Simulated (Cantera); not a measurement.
Pyrogenic steam for wet oxidation

An isothermal, constant-pressure homogeneous reactor starts with H2 : O2 : N2 = 1.1 : 1 : 2.3 (molar parts), equivalence ratio 0.55, at 875 K and 0.168 atm.

Cantera simulation using the H2/O2 subset of GRI-Mech 3.0, which has no nitrogen chemistry; the numbers are that mechanism's predictions, not measurements. Below about 950 K walls govern HO2 and H2O2 in real vessels. The temperature is held fixed by assumption; the heat of reaction is taken as removed at once.

```json
[
 {"t (s)": "1.00e-6", "x H2": "0.250", "x O2": "0.227", "x OH": "<1e-12", "x HO2": "<1e-12", "x H": "<1e-12", "x H2O": "<1e-12"},
 {"t (s)": "3.42e-6", "x H2": "0.250", "x O2": "0.227", "x OH": "<1e-12", "x HO2": "<1e-12", "x H": "<1e-12", "x H2O": "<1e-12"},
 {"t (s)": "1.17e-5", "x H2": "0.250", "x O2": "0.227", "x OH": "<1e-12", "x HO2": "1.71e-12", "x H": "1.57e-12", "x H2O": "<1e-12"},
 {"t (s)": "4.00e-5", "x H2": "0.250", "x O2": "0.227", "x OH": "<1e-12", "x HO2": "6.44e-12", "x H": "5.46e-12", "x H2O": "1.16e-12"},
 {"t (s)": "0.000137", "x H2": "0.250", "x O2": "0.227", "x OH": "<1e-12", "x HO2": "3.07e-11", "x H": "2.55e-11", "x H2O": "2.09e-11"},
 {"t (s)": "0.000468", "x H2": "0.250", "x O2": "0.227", "x OH": "1.21e-11", "x HO2": "4.37e-10", "x H": "3.82e-10", "x H2O": "7.39e-10"},
 {"t (s)": "0.00160", "x H2": "0.250", "x O2": "0.227", "x OH": "3.04e-8", "x HO2": "1.03e-6", "x H": "9.41e-7", "x H2O": "2.13e-6"},
 {"t (s)": "0.00548", "x H2": "0.0499", "x O2": "0.139", "x OH": "3.48e-5", "x HO2": "6.36e-5", "x H": "0.000123", "x H2O": "0.229"},
 {"t (s)": "0.0187", "x H2": "0.0460", "x O2": "0.137", "x OH": "1.23e-8", "x HO2": "2.37e-5", "x H": "5.50e-8", "x H2O": "0.233"},
 {"t (s)": "0.0641", "x H2": "0.0460", "x O2": "0.137", "x OH": "1.13e-8", "x HO2": "1.34e-5", "x H": "5.57e-8", "x H2O": "0.233"},
 {"t (s)": "0.219", "x H2": "0.0457", "x O2": "0.137", "x OH": "1.92e-8", "x HO2": "1.65e-5", "x H": "8.96e-8", "x H2O": "0.233"},
 {"t (s)": "0.750", "x H2": "0.0437", "x O2": "0.136", "x OH": "6.07e-8", "x HO2": "2.52e-5", "x H": "2.37e-7", "x H2O": "0.235"},
 {"t (s)": "2.56", "x H2": "0.0315", "x O2": "0.131", "x OH": "9.62e-8", "x HO2": "2.64e-5", "x H": "2.59e-7", "x H2O": "0.249"},
 {"t (s)": "8.77", "x H2": "0.00871", "x O2": "0.121", "x OH": "1.07e-7", "x HO2": "1.63e-5", "x H": "8.69e-8", "x H2O": "0.276"},
 {"t (s)": "30.0", "x H2": "0.000254", "x O2": "0.117", "x OH": "4.95e-8", "x HO2": "1.96e-6", "x H": "1.28e-9", "x H2O": "0.285"}
]
```
x: mole fraction; the columns are a selection and need not sum to one.

Equilibrium at this temperature and pressure: H2 2.54e-12, O2 0.117, OH 1.61e-8, HO2 6.63e-11, H <1e-12, H2O 0.286 (gas phase only).
